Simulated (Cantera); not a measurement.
## Thermodynamics of tantalum, niobium, vanadium and zirconium in process gases, feed Ta(OEt)5 + CO2

Feed: 1 mol Ta(OEt)5, a varied amount of CO2, equilibrated at 0.0100 bar.

These are equilibrium values from Cantera (NASA tables, ideal gas, pure condensed phases), not measurements of a reactor. Candidate condensed phases: C, C6H6, C7H8, C8H18, H2O, Ta, TaC, Ta2O5; 113 gas species. The feed counts by its element totals alone. Mutual solubility and eutectic melting of coexisting phases are not modelled. TaC: taken at fixed stoichiometry. Condensed phases not in the tables: Ta2C, N, O or C dissolved in the metal. Rates play no part.

### Question
Map the stable condensed phases over T = 2548, 2573, 2598, 2623, 2648, 2673, 2698, 2723, 2748, 2773, 2798 K and n(CO2) in mol = 0.85, 1.7, 2.6, 3.5, 4.4, 5.3, 6.1, 7, 7.9, 8.8.

### Answer
```
T in K \ n(CO2) in mol
         0.85  1.7  2.6  3.5  4.4  5.3  6.1    7  7.9  8.8
   2798     A    A    A    B    C    D    D    E    E    E
   2773     A    A    A    B    C    D    D    E    E    E
   2748     A    A    A    B    C    D    D    E    E    E
   2723     A    A    A    B    C    D    D    E    E    E
   2698     A    A    A    B    C    D    D    E    E    E
   2673     A    A    A    A    C    D    D    E    E    E
   2648     A    A    A    A    C    D    D    E    E    E
   2623     A    A    A    A    C    D    D    E    E    E
   2598     A    A    A    A    C    D    D    E    E    E
   2573     A    A    A    A    C    D    D    E    E    E
   2548     A    A    A    A    C    D    D    E    E    F
```
A: C + TaC; B: TaC; C: Ta + TaC; D: Ta; E: gas only; F: Ta2O5.
